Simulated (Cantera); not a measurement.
Feed: 1 mol Si, 1.7 mol Cl₂, 17 mol H₂, equilibrated at 1500 K and 0.420 bar.

Method: chemical equilibrium by Gibbs-energy minimisation in Cantera with the NASA 1993 tables (ideal gas, pure condensed phases). Candidate condensed phases: Si; 19 gas species. The tables' values for SiCl₃ are old estimates; treat these amounts as uncertain. Rates play no part.

Question: What is the equilibrium state?

Answer: 
| Item | Value |
|---|---|
| x(H₂) | 0.869 |
| x(HCl) | 0.0907 |
| x(SiCl₂) | 0.0304 |
| x(SiCl₃) | 0.00477 |
| x(SiCl₄) | 0.00238 |
| x(SiHCl₃) | 0.00236 |
| x(SiH₂Cl₂) | 0.000373 |
| x(H) | 2.53e-5 |
| x(SiH₃Cl) | 1.73e-5 |
| n(Si(s)) | 0.252 mol |
| gas amount | 18.56 mol |
